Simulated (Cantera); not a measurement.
Charge: 1 mol C2H6, a varied amount of CO2, 48 mol H2, at 450 °C and 11.0 mbar.

These are equilibrium values from Cantera (NASA tables, ideal gas, pure condensed phases), not measurements of a reactor. Candidate condensed phases: C, C6H6, C7H8, C8H18, H2O; 110 gas species. Rates play no part.

Question: At 1.6 mol CO2, list the 5 most abundant gas species with their mole fractions, and the condensed phases.

Answer: H2 0.894, CH4 0.0468, H2O 0.0356, CO 0.0178, CO2 0.00542. Condensed: C(graphite).
